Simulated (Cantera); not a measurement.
# Equilibrium for oxide etching and cleaning by halides: B₂O₃ + HF + H₂

Feed: 1 mol B₂O₃, 17 mol HF, 5.7 mol H₂, equilibrated at 0.500 bar.

Method: chemical equilibrium by Gibbs-energy minimisation in Cantera with the NASA 1993 tables (ideal gas, pure condensed phases). Candidate condensed phases: B, B₂O₃, B₃O₃H₃, H₂O; 43 gas species. The tables' values for BF₂ are old estimates; treat these amounts as uncertain. Gases not in the tables: H₃BO₃. Rates play no part.

From 1073 K to 1748 K nothing is condensed.

```csv
T (K),x HF,x H₂,x H₂O,x BF₃,x BOF
1073,0.507,0.263,0.138,0.0922,6.26e-6
1148,0.507,0.263,0.138,0.0921,3.48e-5
1223,0.507,0.263,0.138,0.0920,0.000156
1298,0.508,0.262,0.137,0.0914,0.000582
1373,0.510,0.262,0.136,0.0899,0.00183
1448,0.515,0.261,0.132,0.0863,0.00483
1523,0.525,0.260,0.124,0.0796,0.0105
1598,0.539,0.257,0.114,0.0697,0.0190
1673,0.555,0.254,0.101,0.0581,0.0291
1748,0.572,0.252,0.0884,0.0465,0.0394
```
x: gas mole fraction; nothing condenses.
